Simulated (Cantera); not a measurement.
Input: 1 mol Si2H6, 13 mol CO2, 0.23 mol NO, equilibrated at 1698.15 K and 750 Torr.

Equilibrium computed with Cantera from the NASA thermochemical tables; the gas is ideal and each condensed phase is pure. Candidate condensed phases: C, C6H6, C7H8, C8H18, H2O, Si, SiC, SiO2, Si2N2O, Si3N4; 151 gas species. The feed counts by its element totals alone. The tables hold silica as quartz up to 1696 K and as liquid above; real silica turns to tridymite and cristobalite and melts near 1996 K. Gases not in the tables: Si(OH)4. Equilibrium is a limit: real reactors are often held back by kinetics, nucleation or transport.

Base state: CO2 0.425, CO 0.381, H2O 0.147, H2 0.0388, N2 0.00714, H 2.85e-5 (mole fractions); condensed: SiO2(condensed).

What changes in the equilibrium state with this change: NO from 0.23 to 5.8 mol?


```tsv
species	before	after
CO2	0.425	0.629
H2O	0.147	0.154
N2	0.00714	0.153
CO	0.381	0.0592
H2	0.0388	0.00427
OH	5.58e-6	1.76e-5
H	2.85e-5	9.46e-6
SiO2(condensed), mol	2.00	2.00
```

What changes in the equilibrium state with this change: Si2H6 replaced by TEOS?


```csv
species,before,after
CO,0.381,0.568
H2,0.0388,0.196
H2O,0.147,0.126
CO2,0.425,0.107
H,2.85e-5,6.41e-5
N2,0.00714,0.00370
"SiO2(condensed), mol",2.00,1.000
```
